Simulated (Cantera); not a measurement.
H₂O + H₂ + N₂ (abatement and gas-phase synthesis)

Feed: 1 mol H₂O, 3.8 mol H₂, 0.28 mol N₂, at 16500 Torr.

These are equilibrium values from Cantera (NASA tables, ideal gas, pure condensed phases), not measurements of a reactor. Candidate condensed phases: H₂O; 24 gas species. Kinetics and transport are ignored.

```
T (K)   x H₂  x H₂O    x N₂      x H
-----  -----  -----  ------  -------
2273   0.747  0.197  0.0551  0.00155
2373   0.746  0.196  0.0550  0.00257
2473   0.744  0.196  0.0550  0.00410
2573   0.743  0.196  0.0549  0.00631
2673   0.740  0.195  0.0548  0.00940
2773   0.736  0.194  0.0547   0.0136
2873   0.731  0.193  0.0545   0.0192
2973   0.725  0.192  0.0543   0.0264
3073   0.718  0.190  0.0540   0.0355
```
x: gas mole fraction; nothing condenses.

From 2273 K to 3073 K nothing is condensed.
